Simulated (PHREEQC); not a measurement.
Consider water at 25 °C with 0.19 mol/kgw KHCO3 and 0.00026 mol/kgw NaF. Closed to the air; pH follows from the charge balance.

The numbers come from PHREEQC with the ion-association model, wateq4f.dat.

Precipitation was switched off in this run.

Problem. Predict the pH, activity of water.

Solution. pH 8.08; activity of water 0.994.

Problem. In which forms is C present?

Solution. HCO3- 97 %, CO2 1.3 %, CO3-2 1.3 % of the C.
